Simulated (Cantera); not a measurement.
Input (Python, Cantera) and output of one run.

```python
import numpy as np
import cantera as ct

gas_names = """
    C CO CO2 C2 C2O C3 C3O2 C4 C5 O O2 O3 Si SiC SiC2 SiO SiO2 Si2 Si2C Si3
""".split()
cond_names = """
    C(gr) Si(cr) Si(L) SiC(b) SiO2(Lqz) SiO2(hqz) SiO2(L)
""".split()


# ... load() reads the species with a 1 bar reference pressure and builds the phases ...
atoms = {
    'Si': {'Si': 1},
    'CO2': {'C': 1, 'O': 2},
    'CO': {'C': 1, 'O': 1},
    'O2': {'O': 2},
}
top_T = {'C(gr)': 4500, 'SiC(b)': 3050}  # K; cautious upper limits of use, not melting points


# ... equilibrate(T, P, feed) seeds the gas with the atoms and calls Mixture.equilibrate('TP', solver="vcs", rtol=1e-11, max_steps=5000) ...
results = []
feed = {'Si': 1, 'CO2': 0.44, 'CO': 18, 'O2': 0.052}  # mol
T = 850  # K
P = 11  # Pa
mix = equilibrate(T, P, feed)
results.append((T, P, feed, dict(zip(mix.species_names, mix.species_moles))))
print(gas.report(threshold=1e-05))
for i in range(1, mix.n_phases):
    print(f"{mix.phase(i).name:16s} {mix.phase_moles(i):12.5e} mol")
```

It prints:

```
       temperature   850 K
          pressure   11 Pa
           density   4.3655e-05 kg/m^3
  mean mol. weight   28.048 kg/kmol
   phase of matter   gas

                          1 kg             1 kmol
                     ---------------   ---------------
          enthalpy       -3.3656e+06       -9.4399e+07  J
   internal energy       -3.6176e+06       -1.0147e+08  J
           entropy             10882        3.0522e+05  J/K
    Gibbs function       -1.2616e+07       -3.5384e+08  J
 heat capacity c_p            1151.9             32310  J/K
 heat capacity c_v            855.51             23995  J/K

                      mass frac. Y      mole frac. X     chem. pot. / RT
                     ---------------   ---------------   ---------------
                CO            0.9963           0.99764           -49.952
               CO2         0.0037006         0.0023585           -98.597
     [  +18 minor]         7.516e-17        4.7454e-17

C(gr)             1.49596e+00 mol
Si(cr)            0.00000e+00 mol
SiC(b)            0.00000e+00 mol
SiO2(hqz)         1.00000e+00 mol
```

These are equilibrium values from Cantera (NASA tables, ideal gas, pure condensed phases), not measurements of a reactor.
